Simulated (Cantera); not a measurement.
A closed system holds: 1 mol Si, 4.1 mol H2O, 210 mol H2, at 1.00 bar.

Equilibrium computed with Cantera from the NASA thermochemical tables; the gas is ideal and each condensed phase is pure. Candidate condensed phases: H2O, Si, SiO2; 18 gas species. The tables hold silica as quartz up to 1696 K and as liquid above; real silica turns to tridymite and cristobalite and melts near 1996 K. Gases not in the tables: Si(OH)4. Rates play no part. All values below are at 1948 K.

Base state: H2 0.984, H2O 0.0123, SiO 0.00250, H 0.00112 (mole fractions); condensed: SiO2(condensed).

What changes in the equilibrium state with this change: H2O from 4.1 to 0.0038 mol?


```
species                before    after
--------------------  -------  -------
H2                      0.984    0.999
H                     0.00112  0.00113
SiH2                  1.23e-8  7.83e-5
H2O                    0.0123  1.43e-8
SiO                   0.00250  1.81e-5
SiH                   2.82e-9  1.78e-5
Si                    3.70e-9  2.32e-5
SiO2(condensed), mol    0.462        0
Si(l), mol                  0    0.971
```
Gases not in the tables: Si2H6 and higher silanes.
